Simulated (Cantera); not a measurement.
# Catalytic stagnation flow on Pt

A jet of 1.64 % CH₄, 5.96 % O₂, 92.4 % N₂ at 300 K and 40.5 Torr hits a platinum plate 3.1 cm away at a mass flux of 0.083 kg/m²/s; the plate temperature is set and raised in steps from an oxygen-covered start.

Detailed kinetics in Cantera: Deutschmann's 1995 Pt surface mechanism with GRI-Mech 3.0 gas chemistry. Catalytic surfaces can have several steady states; this one follows from the mechanism file's or the stated starting coverage.

| plate T (K) | wall x CH₄ | wall x O₂ | wall x H₂O | wall x OH | wall x CO | wall x CO₂ | θ free Pt | θ O* |
|---|---|---|---|---|---|---|---|---|
| 850 | 0.0136 | 0.0538 | 0.00512 | <1e-8 | 4.30e-6 | 0.00333 | 0.196 | 0.803 |
| 900 | 0.0116 | 0.0496 | 0.00885 | 2.08e-8 | 5.30e-6 | 0.00577 | 0.271 | 0.728 |
| 950 | 0.00958 | 0.0453 | 0.0127 | 6.80e-8 | 6.12e-6 | 0.00826 | 0.350 | 0.650 |
| 1000 | 0.00780 | 0.0415 | 0.0159 | 1.87e-7 | 6.88e-6 | 0.0104 | 0.429 | 0.571 |
| 1050 | 0.00640 | 0.0386 | 0.0185 | 4.56e-7 | 7.72e-6 | 0.0121 | 0.505 | 0.495 |
| 1100 | 0.00535 | 0.0364 | 0.0204 | 9.96e-7 | 8.75e-6 | 0.0134 | 0.577 | 0.422 |
| 1150 | 0.00462 | 0.0348 | 0.0216 | 1.99e-6 | 1.02e-5 | 0.0143 | 0.643 | 0.356 |
| 1200 | 0.00405 | 0.0336 | 0.0226 | 3.70e-6 | 1.21e-5 | 0.0149 | 0.703 | 0.297 |
x: mole fraction at the wall; θ: surface coverage.
